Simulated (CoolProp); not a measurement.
The numbers come from the reference Helmholtz-energy equation of state, Lemmon 2006 in CoolProp. It is a short technical equation, of lower accuracy than the large ones.

Q: Give the vapour pressure (kPa), vapour density (kg/m³), liquid cp (kJ/(kg K)), surface tension (mN/m) of saturated carbon monoxide at -151.55 °C.

A: 
| T (°C) | p (kPa) | vapour density (kg/m³) | liquid cp (kJ/(kg K)) | surface tension (mN/m) |
|---|---|---|---|---|
| -151.55 | 2040 | 87.4 | 3.41 | 1.67 |

Surface tension comes from a separate correlation (Mulero 2012).
